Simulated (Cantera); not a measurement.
Mixture: C3H8 : O2 : N2 : H2O = 1 : 3.33 : 12.5 : 1.1 (molar parts), at 35.0 bar, adiabatic and at constant pressure. Ignition delay is the time to a rise of 400 K.

Cantera simulation using GRI-Mech 3.0 (53 species, 325 reactions); the numbers are that mechanism's predictions, not measurements. GRI-Mech 3.0 was tuned for natural gas; its chemistry of propane as a main component is partial and can be far from experiment. The pressure lies above the range GRI-Mech 3.0 was tuned for (to about 10 atm).

Problem. What does this change do: pressure from 35.0 bar to 7.40 bar?

Solution. 
| quantity | before | after |
|---|---|---|
| delay at 1100 K | 3.34 ms | 14.8 ms |
| delay at 1300 K | 0.133 ms | 0.392 ms |
| delay at 1500 K | 10.1 µs | 26.9 µs |
| delay at 1700 K | 1.75 µs | 5.07 µs |
| delay at 1900 K | 0.571 µs | 1.86 µs |
| apparent activation energy between 1700 and 1900 K | 150 kJ/mol | 130 kJ/mol |

Problem. What does this change do: 0.057 parts H2 added?

Solution. 
| quantity | before | after |
|---|---|---|
| delay at 1100 K | 3.34 ms | 1.88 ms |
| delay at 1300 K | 0.133 ms | 0.119 ms |
| delay at 1500 K | 10.1 µs | 9.86 µs |
| delay at 1700 K | 1.75 µs | 1.73 µs |
| delay at 1900 K | 0.571 µs | 0.568 µs |
| apparent activation energy between 1700 and 1900 K | 150 kJ/mol | 150 kJ/mol |
